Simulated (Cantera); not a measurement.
Charge: 1 mol CS2, 0.086 mol O2, at 1425 K and 750 Torr.

Equilibrium computed with Cantera from the NASA thermochemical tables; the gas is ideal and each condensed phase is pure. Candidate condensed phases: C, S; 22 gas species. The numbers say what is thermodynamically allowed, not how fast it happens.

Base state: CS2 0.709, S2 0.143, CO 0.138, COS 0.00913, CS 0.000223, CO2 2.79e-5 (mole fractions); condensed: gas only.

Q: What changes in the equilibrium state with this change: O2 from 0.086 to 0.035 mol?

A: 
```csv
species,before,after
CS2,0.709,0.789
S2,0.143,0.145
CO,0.138,0.0614
COS,0.00913,0.00409
CO2,2.79e-5,5.04e-6
CS,0.000223,0.000246
"C(graphite), mol",0,0.0874
```

Q: What changes in the equilibrium state with this change: 0.0017 mol CH4 added?

A: 
```json
[
 {"species": "CS2", "before": "0.709", "after": "0.709"},
 {"species": "S2", "before": "0.143", "after": "0.140"},
 {"species": "CO", "before": "0.138", "after": "0.138"},
 {"species": "H2S", "before": "0", "after": "0.00189"},
 {"species": "H2", "before": "0", "after": "0.000948"},
 {"species": "SH", "before": "0", "after": "0.000137"},
 {"species": "CO2", "before": "2.79e-5", "after": "2.73e-5"},
 {"species": "COS", "before": "0.00913", "after": "0.00903"}
]
```
Further candidate phases: C6H6, C7H8, C8H18, H2O, H2SO4.
